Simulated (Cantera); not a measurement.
# Thermodynamics of silicon etching in halogen gases, feed Si + Br2 + N2

Input: 1 mol Si, 4.4 mol Br2, 0.38 mol N2, held at 30.0 Pa.

Cantera equilibrium calculation (NASA polynomials, part measured and part estimated; ideal gas, pure solids and liquids). Candidate condensed phases: Br2, Si, Si3N4; 13 gas species. The tables' values for SiBr3 are old estimates; treat these amounts as uncertain. The numbers say what is thermodynamically allowed, not how fast it happens.

From 798 K to 1248 K nothing is condensed. The main Si-bearing gas is SiBr4 throughout.

```json
[
 {"T (K)": "798", "x Br": "0.0133", "x Br2": "0.624", "x SiBr4": "0.263", "x N2": "0.0999", "x SiBr3": "1.43e-9", "x SiBr2": "<1e-12"},
 {"T (K)": "848", "x Br": "0.0314", "x Br2": "0.609", "x SiBr4": "0.260", "x N2": "0.0990", "x SiBr3": "1.07e-8", "x SiBr2": "<1e-12"},
 {"T (K)": "898", "x Br": "0.0662", "x Br2": "0.581", "x SiBr4": "0.256", "x N2": "0.0972", "x SiBr3": "6.44e-8", "x SiBr2": "9.56e-12"},
 {"T (K)": "948", "x Br": "0.126", "x Br2": "0.532", "x SiBr4": "0.248", "x N2": "0.0942", "x SiBr3": "3.22e-7", "x SiBr2": "1.57e-10"},
 {"T (K)": "998", "x Br": "0.218", "x Br2": "0.456", "x SiBr4": "0.236", "x N2": "0.0896", "x SiBr3": "1.38e-6", "x SiBr2": "2.03e-9"},
 {"T (K)": "1048", "x Br": "0.340", "x Br2": "0.357", "x SiBr4": "0.220", "x N2": "0.0835", "x SiBr3": "5.32e-6", "x SiBr2": "2.23e-8"},
 {"T (K)": "1098", "x Br": "0.473", "x Br2": "0.248", "x SiBr4": "0.202", "x N2": "0.0768", "x SiBr3": "1.90e-5", "x SiBr2": "2.22e-7"},
 {"T (K)": "1148", "x Br": "0.591", "x Br2": "0.152", "x SiBr4": "0.186", "x N2": "0.0708", "x SiBr3": "6.56e-5", "x SiBr2": "2.11e-6"},
 {"T (K)": "1198", "x Br": "0.675", "x Br2": "0.0835", "x SiBr4": "0.175", "x N2": "0.0666", "x SiBr3": "0.000222", "x SiBr2": "1.93e-5"},
 {"T (K)": "1248", "x Br": "0.724", "x Br2": "0.0435", "x SiBr4": "0.168", "x N2": "0.0641", "x SiBr3": "0.000726", "x SiBr2": "0.000167"}
]
```
x: gas mole fraction; nothing condenses.
